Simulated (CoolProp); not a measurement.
A single-stage vapour-compression cycle with the fluid: evaporating at 255.15 K (dew point), condensing at 303.15 K (bubble point), superheat 2 K, subcooling 2 K, compressor efficiency 0.6, no pressure losses. The same conditions are run with several fluids, on thermodynamics alone (safety and materials aside).

The numbers come from the reference Helmholtz-energy equation of state of each fluid (isobutene: Lemmon 2005; R1336mzz(E): Akasaka 2023; CH2F2 (R32): Tillner-Roth 1997; isobutane: Bücker 2006; chloromethane (R40): Thol 2014; C3F8 (R218): Lemmon 2006) in CoolProp.

```tsv
fluid	cooling COP	pressure ratio	discharge temperature (K)	refrigerating effect (kJ/kg)	volumetric capacity (kJ/m³)
isobutene	2.68	5.49	332.9	___	523
R1336mzz(E)	2.52	7.40	316.6	112	___
CH2F2 (R32)	2.51	4.41	384.2	___	3100
isobutane	2.62	___	325.0	267	592
chloromethane (R40)	2.69	5.10	411.2	350	1120
C3F8 (R218)	2.00	4.49	303.2	49.1	1040
```

Problem. Fill in the missing entries.

Solution. 
- isobutene, refrigerating effect (kJ/kg): 300
- R1336mzz(E), volumetric capacity (kJ/m³): 271
- CH2F2 (R32), refrigerating effect (kJ/kg): 261
- isobutane, pressure ratio: 5.14

The compression ends wet for: C3F8 (R218).
